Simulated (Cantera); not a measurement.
An isothermal, constant-pressure homogeneous reactor starts with NO : N2 = 1 : 0.26 (molar parts), at 1900 K and 101000 Pa. Integrator tolerance rtol = 1e-08.

Cantera simulation using GRI-Mech 3.0 (53 species, 325 reactions); the numbers are that mechanism's predictions, not measurements.

Task: What does this change do: pressure from 101000 Pa to 2100 Pa?

Result: 
```
quantity                                             before                                    after
----------------  -----------------------------------------  ---------------------------------------
x(NO) at 50.0 s     0.00706 (gas-phase equilibrium 0.00687)    0.112 (gas-phase equilibrium 0.00686)
x(N2O) at 50.0 s    3.43e-7 (gas-phase equilibrium 3.43e-7)  2.93e-6 (gas-phase equilibrium 4.92e-8)
x(O) at 50.0 s    0.000187 (gas-phase equilibrium 0.000187)  0.00122 (gas-phase equilibrium 0.00130)
x(NO2) at 50.0 s    2.00e-5 (gas-phase equilibrium 1.95e-5)  4.21e-5 (gas-phase equilibrium 2.79e-6)
x(O2) at 50.0 s         0.393 (gas-phase equilibrium 0.393)      0.340 (gas-phase equilibrium 0.392)
x(N2) at 50.0 s         0.600 (gas-phase equilibrium 0.600)      0.547 (gas-phase equilibrium 0.599)
```
Radical loss at walls, strong at low pressure, is not modelled.
